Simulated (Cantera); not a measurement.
# Hydrocarbon pyrolysis for carbon deposition

An isothermal, constant-pressure homogeneous reactor starts with CH4 : N2 = 1 : 2 (molar parts), at 2000 K and 1330 Pa.

Detailed kinetics in Cantera: GRI-Mech 3.0 (53 species, 325 reactions). GRI-Mech 3.0 stops at C3 and has no aromatics, soot or wall deposition, so with more carbon than oxygen in the feed, carbon stays in small species such as C2H2 where larger ones or solid carbon would form. Radical loss at walls, strong at low pressure, is not modelled.

```
t (s)        x CH4     x C2H     x CH3     x HCN       x H    x C2H4
--------  --------  --------  --------  --------  --------  --------
6.00e-5      0.333    <1e-12  0.000390    <1e-12   1.32e-5   1.04e-7
0.000126     0.332    <1e-12  0.000833  5.05e-12   1.35e-5   1.47e-6
0.000266     0.331  1.03e-11   0.00176  3.27e-11   1.50e-5   1.73e-5
0.000559     0.329  5.41e-10   0.00367  2.52e-10   2.24e-5  0.000177
0.00118      0.320   2.01e-8   0.00745   2.65e-9   5.72e-5   0.00159
0.00247      0.283   3.96e-7    0.0133   5.03e-8  0.000230    0.0102
0.00521      0.171   4.06e-6    0.0142   7.93e-7  0.000881    0.0168
0.0110      0.0751   9.38e-6   0.00761   3.79e-6   0.00156   0.00346
0.0230      0.0305   1.28e-5   0.00359   9.47e-6   0.00207  0.000610
0.0485      0.0105   1.72e-5   0.00156   1.94e-5   0.00275  0.000103
0.102      0.00275   2.47e-5  0.000577   3.80e-5   0.00394   1.68e-5
0.215     0.000539   3.67e-5  0.000168   7.17e-5   0.00586   5.74e-6
0.452      9.83e-5   4.91e-5   4.09e-5  0.000112   0.00781   4.35e-6
0.951      2.37e-5   5.39e-5   1.08e-5  0.000144   0.00856   4.11e-6
2.00       1.06e-5   5.42e-5   4.87e-6  0.000166   0.00862   4.10e-6
```
x: mole fraction; the columns are a selection and need not sum to one.

Equilibrium at this temperature and pressure: CH4 1.17e-5, C2H 2.88e-5, CH3 5.38e-6, HCN 0.117, H 0.00862, C2H4 2.17e-6 (gas phase only).
